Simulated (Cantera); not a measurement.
## Ignition delay

Mixture: CH3OH : O2 : N2 : H2O = 1 : 1.92 : 7.23 : 0.22 (molar parts), at 1.10 bar, adiabatic and at constant volume. Ignition delay is the time to a rise of 400 K.

Cantera simulation using GRI-Mech 3.0 (53 species, 325 reactions); the numbers are that mechanism's predictions, not measurements. GRI-Mech 3.0 was tuned for natural gas; its chemistry of methanol as a main component is partial and can be far from experiment.

```
T0 (K)  delay (ms)
------  ----------
1150          20.3
1225          5.68
1300          1.88
1375         0.714
1450         0.308
```

| Item | Result |
|---|---|
| apparent activation energy between 1300 and 1450 K | 190 kJ/mol |
